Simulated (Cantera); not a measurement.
A perfectly stirred reactor is fed with 80.6 % NO, 19.4 % N2, at 1.00 bar; it is held at 2075 K, and followed from long to short residence time.

Cantera simulation using GRI-Mech 3.0 (53 species, 325 reactions); the numbers are that mechanism's predictions, not measurements.

x: mole fraction; the columns are a selection and need not sum to one.

```tsv
τ (s)	x NO	x NO2	x O2	x O	x N2	x N2O
0.65	0.261	0.000454	0.272	(withheld)	0.466	2.94e-5
0.21	0.453	0.000640	0.176	(withheld)	0.370	9.06e-5
0.070	0.632	0.000646	0.0862	(withheld)	0.280	0.000182
0.023	0.740	0.000514	0.0328	(withheld)	0.227	0.000256
0.0076	0.783	0.000397	0.0110	(withheld)	0.205	0.000286
0.0025	0.799	0.000329	0.00338	(withheld)	0.197	0.000282
0.00082	0.804	0.000271	0.000893	(withheld)	0.195	0.000243
```

Fill in the missing entries.


- 0.65, x O: 0.000620
- 0.21, x O: 0.000508
- 0.070, x O: 0.000374
- 0.023, x O: 0.000263
- 0.0076, x O: 0.000198
- 0.0025, x O: 0.000164
- 0.00082, x O: 0.000138
